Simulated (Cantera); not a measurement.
**Premixed flame**

A freely propagating, adiabatic, planar premixed flame of 4.57 % CH4, 0.732 % C2H6, 1.46 % C3H8, 19.6 % O2, 73.6 % N2, unburnt at 500 K and 10.0 bar; mixture-averaged transport, grid criteria slope 0.08 and curve 0.16, no radiation.

Cantera simulation using GRI-Mech 3.0 (53 species, 325 reactions); the numbers are that mechanism's predictions, not measurements. GRI-Mech 3.0 was tuned for natural gas; its chemistry of propane as a main component is partial and can be far from experiment. Burning velocities carry a grid error of a few per cent, more on coarse grids.

| z (mm) | T (K) | u (m/s) | x CH4 | x C2H6 | x C3H8 | x O2 | x HCO | x H2O2 |
|---|---|---|---|---|---|---|---|---|
| -0.176 | 501 | 0.472 | 0.0457 | 0.00731 | 0.0146 | 0.196 | <1e-8 | 1.99e-7 |
| -0.117 | 505 | 0.477 | 0.0454 | 0.00730 | 0.0146 | 0.195 | <1e-8 | 1.47e-6 |
| -0.0878 | 519 | 0.491 | 0.0449 | 0.00726 | 0.0146 | 0.194 | <1e-8 | 5.67e-6 |
| -0.0585 | 603 | 0.573 | 0.0421 | 0.00703 | 0.0143 | 0.186 | <1e-8 | 3.06e-5 |
| -0.0293 | 1038 | 1.01 | 0.0293 | 0.00497 | 0.0101 | 0.145 | 1.68e-7 | 0.000123 |
| -0.0146 | 1469 | 1.44 | 0.0166 | 0.00221 | 0.00329 | 0.0999 | 7.06e-6 | 5.74e-5 |
| 0 | 1886 | 1.87 | 0.00382 | 0.000109 | 4.22e-5 | 0.0533 | 2.32e-5 | 4.16e-6 |
| 0.0146 | 2078 | 2.05 | 0.000199 | 1.58e-7 | <1e-8 | 0.0297 | 5.00e-6 | 1.30e-6 |
| 0.0293 | 2161 | 2.12 | 5.64e-6 | <1e-8 | <1e-8 | 0.0218 | 3.00e-7 | 9.39e-7 |
| 0.0585 | 2250 | 2.19 | 1.02e-8 | <1e-8 | <1e-8 | 0.0163 | 4.31e-8 | 6.65e-7 |
| 0.117 | 2322 | 2.25 | <1e-8 | <1e-8 | <1e-8 | 0.0125 | 1.40e-8 | 4.52e-7 |
| 0.234 | 2367 | 2.29 | <1e-8 | <1e-8 | <1e-8 | 0.0101 | <1e-8 | 3.31e-7 |
| 0.468 | 2387 | 2.30 | <1e-8 | <1e-8 | <1e-8 | 0.00898 | <1e-8 | 2.82e-7 |
x: mole fraction of selected species; z is measured from the peak of heat release.

```json
{
 "laminar_burning_velocity": "47.1 cm/s",
 "thermal_thickness": "0.0585 mm",
 "peak x(HCO)": "2.37e-5",
 "peak x(H2O2)": "0.000126",
 "grid_points": "140"
}
```
